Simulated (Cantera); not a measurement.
A Cantera script and what it prints.

```python
import numpy as np
import cantera as ct

gas_names = """
    Cu CuF CuF2 Cu2 F F2 H HF H2 H2F2 H3F3 H4F4 H5F5 H6F6 H7F7
""".split()
cond_names = """
    Cu(cr) Cu(L) CuF2(s) CuF2(L)
""".split()


# ... load() reads the species with a 1 bar reference pressure and builds the phases ...
atoms = {
    'Cu': {'Cu': 1},
    'HF': {'H': 1, 'F': 1},
    'H2': {'H': 2},
}
top_T = {}  # K; cautious upper limits of use, not melting points


# ... equilibrate(T, P, feed) seeds the gas with the atoms and calls Mixture.equilibrate('TP', solver="vcs", rtol=1e-11, max_steps=5000) ...
results = []
feed = {'Cu': 1, 'HF': 16, 'H2': 0.28}  # mol
T = 1325  # K
P = 10000  # Pa
mix = equilibrate(T, P, feed)
results.append((T, P, feed, dict(zip(mix.species_names, mix.species_moles))))
x = sorted(zip(gas.X, gas.species_names), reverse=True)
print(f"T = {T:g} K  P = {P:g} Pa  gas = {mix.phase_moles(0):.4g} mol")
print("   x: " + "  ".join(f"{s} {v:.3e}" for v, s in x if v > 1e-05))
print("   condensed (mol): " + ("  ".join(f"{mix.phase(i).name} {mix.phase_moles(i):.4g}"
      for i in range(1, mix.n_phases) if mix.phase_moles(i) > 1e-12) or "none"))
```

Result:

```
T = 1325 K  P = 10000 Pa  gas = 16.28 mol
   x: HF 9.828e-01  H2 1.721e-02  CuF 2.314e-05
   condensed (mol): Cu(cr) 0.9996
```

Equilibrium computed with Cantera from the NASA thermochemical tables; the gas is ideal and each condensed phase is pure.
